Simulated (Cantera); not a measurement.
An isothermal, constant-pressure homogeneous reactor starts with CO : O2 : H2O : N2 = 0.0041 : 0.035 : 0.031 : 1 (molar parts), at 1200 K and 3.40 bar.

Cantera simulation using GRI-Mech 3.0 (53 species, 325 reactions); the numbers are that mechanism's predictions, not measurements.

One state of this run: x CO = 2.32e-8; x O2 = 0.0309; x H2O = 0.0290; x N2O = 2.32e-7; x NO = 3.49e-9; x NO2 = 3.97e-11; x H2 = 1.46e-9. x: mole fraction; the columns are a selection and need not sum to one.

**Question.** Which value of t (s) does it belong to?
(A) 0.669
(B) 3.00e-5
(C) 18.8
(D) 0.0238

**Answer.** A, 0.669
